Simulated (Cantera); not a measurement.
A closed system holds: 1 mol SiO2, 0.17 mol Al2O3, 2.4 mol N2, equilibrated at 0.133 bar.

These are equilibrium values from Cantera (NASA tables, ideal gas, pure condensed phases), not measurements of a reactor. Candidate condensed phases: Al, AlN, Al2O3, Al2SiO5, Al6Si2O13, Si, SiO2, Si2N2O, Si3N4; 23 gas species. Mutual solubility and eutectic melting of coexisting phases are not modelled. The tables hold silica as quartz up to 1696 K and as liquid above; real silica turns to tridymite and cristobalite and melts near 1996 K. Condensed phases not in the tables: alloys, solid solutions and most ternary compounds. Rates play no part.

Question: At 2023 K, list the 5 most abundant gas species with their mole fractions, and the condensed phases.

Answer: N2 1.000, SiO 0.000152, NO 9.56e-5, O2 2.28e-5, O 1.04e-5. Condensed: Al6Si2O13(mullite) + SiO2(l).
